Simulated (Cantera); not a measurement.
An adiabatic, constant-volume homogeneous reactor starts with H2 : O2 : N2 : NO = 1 : 0.417 : 1.57 : 0.012 (molar parts), at 1775 K and 19.0 bar.

Cantera simulation using GRI-Mech 3.0 (53 species, 325 reactions); the numbers are that mechanism's predictions, not measurements. The hydrogen kinetics of GRI-Mech 3.0 are dated; newer H2 mechanisms differ, most at raised pressure. The pressure lies above the range GRI-Mech 3.0 was tuned for (to about 10 atm). Above 3000 K some thermodynamic fits are extrapolated.

Q: Predict: time of steepest temperature rise; temperature at 2.00 s; equilibrium temperature; x(H2) at 2.00 s; x(O2) at 2.00 s; x(NO) at 2.00 s; x(H) at 2.00 s; x(NO2) at 2.00 s; x(N2O) at 2.00 s; x(HO2) at 2.00 s.

A: 
```
Quantity                                                             Value
---------------------------------  ---------------------------------------
time of steepest temperature rise                                 0.341 µs
temperature at 2.00 s                                               3415 K
equilibrium temperature                                             3415 K
x(H2) at 2.00 s                      0.0884 (gas-phase equilibrium 0.0884)
x(O2) at 2.00 s                    0.00595 (gas-phase equilibrium 0.00595)
x(NO) at 2.00 s                      0.0108 (gas-phase equilibrium 0.0108)
x(H) at 2.00 s                       0.0253 (gas-phase equilibrium 0.0253)
x(NO2) at 2.00 s                   4.65e-6 (gas-phase equilibrium 4.65e-6)
x(N2O) at 2.00 s                   3.08e-6 (gas-phase equilibrium 3.08e-6)
x(HO2) at 2.00 s                   2.16e-5 (gas-phase equilibrium 2.16e-5)
```
